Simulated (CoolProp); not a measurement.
Saturation properties of R245fa.

Computed with CoolProp (reference Helmholtz-energy equation of state, Akasaka 2015).

```json
[
 {"T (°C)": "29.75", "p (MPa)": "0.1765", "liquid density (kg/m³)": "1325", "vapour density (kg/m³)": "10.02", "liquid cp (kJ/(kg K))": "1.328"},
 {"T (°C)": "36.35", "p (MPa)": "0.2219", "liquid density (kg/m³)": "1307", "vapour density (kg/m³)": "12.47", "liquid cp (kJ/(kg K))": "1.345"},
 {"T (°C)": "42.95", "p (MPa)": "0.2759", "liquid density (kg/m³)": "1288", "vapour density (kg/m³)": "15.37", "liquid cp (kJ/(kg K))": "1.363"},
 {"T (°C)": "49.45", "p (MPa)": "0.3385", "liquid density (kg/m³)": "1269", "vapour density (kg/m³)": "18.74", "liquid cp (kJ/(kg K))": "1.381"},
 {"T (°C)": "56.05", "p (MPa)": "0.4126", "liquid density (kg/m³)": "1249", "vapour density (kg/m³)": "22.74", "liquid cp (kJ/(kg K))": "1.401"},
 {"T (°C)": "62.65", "p (MPa)": "0.4984", "liquid density (kg/m³)": "1229", "vapour density (kg/m³)": "27.41", "liquid cp (kJ/(kg K))": "1.423"},
 {"T (°C)": "69.25", "p (MPa)": "0.5972", "liquid density (kg/m³)": "1207", "vapour density (kg/m³)": "32.84", "liquid cp (kJ/(kg K))": "1.446"},
 {"T (°C)": "75.85", "p (MPa)": "0.7102", "liquid density (kg/m³)": "1185", "vapour density (kg/m³)": "39.16", "liquid cp (kJ/(kg K))": "1.471"},
 {"T (°C)": "82.35", "p (MPa)": "0.8365", "liquid density (kg/m³)": "1162", "vapour density (kg/m³)": "46.38", "liquid cp (kJ/(kg K))": "1.499"},
 {"T (°C)": "88.95", "p (MPa)": "0.9813", "liquid density (kg/m³)": "1138", "vapour density (kg/m³)": "54.88", "liquid cp (kJ/(kg K))": "1.530"},
 {"T (°C)": "95.55", "p (MPa)": "1.144", "liquid density (kg/m³)": "1112", "vapour density (kg/m³)": "64.78", "liquid cp (kJ/(kg K))": "1.567"},
 {"T (°C)": "102.15", "p (MPa)": "1.327", "liquid density (kg/m³)": "1085", "vapour density (kg/m³)": "76.36", "liquid cp (kJ/(kg K))": "1.610"},
 {"T (°C)": "108.65", "p (MPa)": "1.527", "liquid density (kg/m³)": "1056", "vapour density (kg/m³)": "89.78", "liquid cp (kJ/(kg K))": "1.661"}
]
```

It boils at 15.0 °C under 1 atm.
